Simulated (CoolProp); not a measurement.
Vapour pressure (kPa) of CF4 (R14): the reference equation beside estimates from Tc = 227.4 K, pc = 3762 kPa, ω = 0.178.

The numbers come from the reference Helmholtz-energy equation of state, Platzer 1990 in CoolProp. This equation is an older, rougher fit; its heat capacities, sound speeds and derivatives of the liquid may be far off and weren't checked against measurements.

```json
[
 {"T (K)": "175.4", "reference": "570.9", "van der Waals": "1216", "Redlich-Kwong": "709.7", "Soave-Redlich-Kwong": "579.6", "Peng-Robinson": "[?]"},
 {"T (K)": "178.2", "reference": "648.9", "van der Waals": "[?]", "Redlich-Kwong": "797.5", "Soave-Redlich-Kwong": "[?]", "Peng-Robinson": "652.3"},
 {"T (K)": "181", "reference": "734.4", "van der Waals": "[?]", "Redlich-Kwong": "892.6", "Soave-Redlich-Kwong": "747.0", "Peng-Robinson": "738.6"},
 {"T (K)": "183.8", "reference": "828.0", "van der Waals": "1512", "Redlich-Kwong": "995.2", "Soave-Redlich-Kwong": "843.0", "Peng-Robinson": "833.2"},
 {"T (K)": "186.7", "reference": "933.9", "van der Waals": "1625", "Redlich-Kwong": "1110", "Soave-Redlich-Kwong": "951.5", "Peng-Robinson": "940.3"},
 {"T (K)": "189.5", "reference": "1045", "van der Waals": "[?]", "Redlich-Kwong": "1229", "Soave-Redlich-Kwong": "1066", "Peng-Robinson": "1053"},
 {"T (K)": "192.3", "reference": "1166", "van der Waals": "1855", "Redlich-Kwong": "1356", "Soave-Redlich-Kwong": "[?]", "Peng-Robinson": "1176"},
 {"T (K)": "195.1", "reference": "1297", "van der Waals": "1978", "Redlich-Kwong": "1492", "Soave-Redlich-Kwong": "1324", "Peng-Robinson": "1308"},
 {"T (K)": "197.9", "reference": "1439", "van der Waals": "2106", "Redlich-Kwong": "1636", "Soave-Redlich-Kwong": "1468", "Peng-Robinson": "1452"},
 {"T (K)": "200.7", "reference": "1592", "van der Waals": "2238", "Redlich-Kwong": "[?]", "Soave-Redlich-Kwong": "1624", "Peng-Robinson": "1607"},
 {"T (K)": "203.6", "reference": "1762", "van der Waals": "2381", "Redlich-Kwong": "1960", "Soave-Redlich-Kwong": "1798", "Peng-Robinson": "1779"},
 {"T (K)": "206.4", "reference": "1939", "van der Waals": "2524", "Redlich-Kwong": "2133", "Soave-Redlich-Kwong": "1978", "Peng-Robinson": "1959"}
]
```

Question: Complete the blanks.

Answer: 
- 175.4, Peng-Robinson: 573.8
- 178.2, van der Waals: 1310
- 178.2, Soave-Redlich-Kwong: 659.4
- 181, van der Waals: 1409
- 189.5, van der Waals: 1738
- 192.3, Soave-Redlich-Kwong: 1190
- 200.7, Redlich-Kwong: 1790

Absolute difference from the reference over all 12 rows, mean and median: van der Waals 66.1 and 62.7 %, Redlich-Kwong 17.0 and 17.0 %, Soave-Redlich-Kwong 1.9 and 2.0 %, Peng-Robinson 0.8 and 0.8 %.
